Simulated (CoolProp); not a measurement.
Computed with CoolProp (reference Helmholtz-energy equation of state, Gao 2020).

Q: For ammonia, give the phase and the Z, cp (kJ/(kg K)), cv (kJ/(kg K)), speed of sound (m/s) at 372 K and 152 bar; 404.2 K and 152 bar.

A: 
- 372 K and 152 bar: liquid; Z 0.170, cp 5.65, cv 2.73, speed of sound 893
- 404.2 K and 152 bar: liquid; Z 0.195, cp 8.36, cv 2.83, speed of sound 580
